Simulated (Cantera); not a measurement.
Input: 1 mol Si₃N₄, 0.23 mol H₂O, 5.9 mol H₂, 1.4 mol N₂O, at 1000 Pa.

Method: chemical equilibrium by Gibbs-energy minimisation in Cantera with the NASA 1993 tables (ideal gas, pure condensed phases). Candidate condensed phases: H₂O, Si, SiO₂, Si₂N₂O, Si₃N₄; 35 gas species. Mutual solubility and eutectic melting of coexisting phases are not modelled. The tables' values for SiN are old estimates; treat these amounts as uncertain. The tables hold silica as quartz up to 1696 K and as liquid above; real silica turns to tridymite and cristobalite and melts near 1996 K. Gases not in the tables: Si₂H₆ and higher silanes. Equilibrium is a limit: real reactors are often held back by kinetics, nucleation or transport.

x: gas mole fraction; n: condensed amount in mol.

```tsv
T (K)	x H₂	x N₂	x SiO	x H	n SiO₂(β-quartz)	n Si₂N₂O(s)	n Si(l)
1050	0.759	0.241	4.68e-11	7.07e-8	0.0866	1.46	0
1125	0.759	0.241	2.28e-9	3.87e-7	0.0865	1.46	0
1200	0.759	0.241	6.76e-8	1.72e-6	0.0865	1.46	0
1275	0.759	0.241	1.34e-6	6.42e-6	0.0864	1.46	0
1350	0.759	0.241	1.88e-5	2.08e-5	0.0863	1.46	0
1425	0.759	0.241	0.000200	5.94e-5	0.0858	1.46	0
1500	0.757	0.241	?	?	0.0818	1.45	0
1575	0.748	0.241	?	?	?	1.43	0
1650	0.727	0.241	0.0308	0.000775	0	1.37	0
1725	0.727	0.241	0.0309	0.00158	0	1.37	0
1800	0.613	0.280	0.103	0.00280	0	0.603	0.763
1875	0.545	0.304	0.146	0.00484	0	0	1.36
1950	0.541	0.303	0.145	0.00843	0	0	1.34
```

Complete the blanks.


- 1500, x SiO: 0.00166
- 1500, x H: 0.000153
- 1575, x SiO: 0.0112
- 1575, x H: 0.000359
- 1575, n SiO₂(β-quartz): 0.0555
